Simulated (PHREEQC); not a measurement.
H3PO4 is added in steps, without added water, to 1 kg of water holding 0.019 mol/kgw CuCl2, 0.00038 mol/kgw HCl and 0.022 mol/kgw Na2SO4, at 85 °C. Oxygen is held at 0.21 atm. The system is closed to CO2. Solids allowed: Cu(OH)2, Brochantite, Antlerite, Atacamite, Cu3(PO4)2:3H2O, Halite, Mirabilite, Chalcanthite. Others were left out.

Base run: PHREEQC, ion-association model, wateq4f.dat. Each further column changes one thing. The table gives SO4-2 (mol/kgw).

```
H3PO4 added (mol)     base  Davies equation for every ion  metal-ligand complexes left out  Debye-Hückel limiting law  all activity coefficients set to 1
-----------------  -------  -----------------------------  -------------------------------  -------------------------  ----------------------------------
0                   0.0149                         0.0152                           0.0211                     0.0185                             0.00865
0.031              0.00864                        0.00890                           0.0115                     0.0119                             0.00425
0.062              0.00673                        0.00695                          0.00845                    0.00978                             0.00318
0.1085             0.00535                        0.00554                          0.00641                    0.00816                             0.00245
0.1395             0.00480                        0.00497                          0.00564                    0.00750                             0.00217
0.1705             0.00440                        0.00455                          0.00509                    0.00701                             0.00197
0.2015             0.00408                        0.00423                          0.00467                    0.00662                             0.00181
0.248              0.00372                        0.00385                          0.00420                    0.00618                             0.00163
0.279              0.00353                        0.00365                          0.00395                    0.00595                             0.00154
0.31               0.00336                        0.00348                          0.00375                    0.00575                             0.00146
```

H3PO4, which wateq4f.dat lacks, is added to it with the constant of phreeqc.dat. Constants without temperature data keep their 25 °C values here. The database has no phosphate complexes of Cu.
